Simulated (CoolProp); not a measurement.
Cyclopropane along the isotherm 37.95 °C: density (kg/m³) from the reference equation and from simpler models built on Tc = 125.5 °C, pc = 5.605 MPa, ω = 0.131; each cubic takes its own stable root.

Model: reference Helmholtz-energy equation of state, Polt 1992, in CoolProp. This equation is an older, rougher fit; its heat capacities, sound speeds and derivatives of the liquid may be far off and weren't checked against measurements.

```csv
p (MPa),phase,reference
2.8,liquid,603.0
5.6,liquid,609.8
8.4,liquid,616.0
11.2,liquid,621.7
14,liquid,627.0
16.8,liquid,632.1
19.6,liquid,636.8
22.4,liquid,641.3
25.2,liquid,645.5
28,liquid,649.6
```

Q: How far does each simpler model (van der Waals, Redlich-Kwong, Peng-Robinson) lie from the reference over these 10 states: mean and median of the absolute difference, and the worst?

A: 
- van der Waals: mean 34.0 %, median 33.5 %, worst -37.0 % at 37.95 °C and 2.8 MPa
- Redlich-Kwong: mean 8.3 %, median 8.0 %, worst -10.3 % at 37.95 °C and 2.8 MPa
- Peng-Robinson: mean 4.7 %, median 4.9 %, worst +5.4 % at 37.95 °C and 28 MPa
